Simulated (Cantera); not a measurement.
Input (Python, Cantera):

```python
import numpy as np
import cantera as ct

gas = ct.Solution("gri30.yaml")
gas.TPX = 1425, 1333, {'H2': 0.0063, 'O2': 1}
reactor = ct.IdealGasConstPressureReactor(gas, energy="off", clone=False)
net = ct.ReactorNet([reactor])
net.rtol, net.atol = 1e-08, 1e-18
show = ['H2', 'O2', 'H', 'H2O', 'HO2']
times = np.geomspace(0.0002, 4, 11)

steps = ct.SolutionArray(gas, extra=["t"])
rows = []
print(f"{'t/s':>10s}{'T/K':>9s}{'P/Pa':>11s}" + "".join(f"{s:>11s}" for s in show))
for t in times:
    while net.time < t:
        t_next = net.step()
        steps.append(gas.state, t=t_next)
    rows.append([np.interp(t, steps.t, y) for y in (steps.T, steps.P, *steps(*show).X.T)])
    print(f"{t:10.3e}{rows[-1][0]:9.1f}{rows[-1][1]:11.4g}" + "".join(f"{x:11.3e}" for x in rows[-1][2:]))
rate = np.gradient(steps.T, steps.t)
print("integrator steps:", len(steps.t))
if steps.T.max() > steps.T[0] + 200:
    print(f"time of steepest temperature rise: {steps.t[rate.argmax()]:.4e} s")
gas.TPX = 1425, 1333, {'H2': 0.0063, 'O2': 1}
gas.equilibrate("TP")
print(f"equilibrium (TP): T = {gas.T:.1f} K  " + "  ".join(f"{s} {gas[s].X[0]:.3e}" for s in show))
```

Output:

```
       t/s      T/K       P/Pa         H2         O2          H        H2O        HO2
 2.000e-04   1425.0       1333  6.261e-03  9.937e-01  6.164e-09  9.607e-09  4.083e-08
 5.384e-04   1425.0       1333  6.260e-03  9.937e-01  1.486e-08  9.962e-08  1.097e-07
 1.450e-03   1425.0       1333  6.258e-03  9.937e-01  1.155e-07  1.798e-06  2.936e-07
 3.902e-03   1425.0       1333  5.729e-03  9.932e-01  1.999e-05  3.748e-04  5.405e-07
 1.051e-02   1425.0       1333  2.019e-05  9.877e-01  1.112e-04  5.730e-03  2.393e-07
 2.828e-02   1425.0       1333  1.515e-05  9.878e-01  1.047e-04  5.757e-03  2.310e-07
 7.615e-02   1425.0       1333  1.431e-05  9.881e-01  9.581e-05  5.775e-03  2.238e-07
 2.050e-01   1425.0       1333  1.235e-05  9.889e-01  7.629e-05  5.819e-03  2.064e-07
 5.519e-01   1425.0       1333  8.687e-06  9.903e-01  4.439e-05  5.907e-03  1.692e-07
 1.486e+00   1425.0       1333  4.212e-06  9.920e-01  1.470e-05  6.032e-03  1.104e-07
 4.000e+00   1425.0       1333  1.295e-06  9.932e-01  2.463e-06  6.148e-03  5.353e-08
integrator steps: 796
equilibrium (TP): T = 1425.0 K  H2 3.605e-08  O2 9.937e-01  H 1.129e-08  H2O 6.259e-03  HO2 3.013e-08
```

Detailed kinetics in Cantera: GRI-Mech 3.0 (53 species, 325 reactions). Radical loss at walls, strong at low pressure, is not modelled.
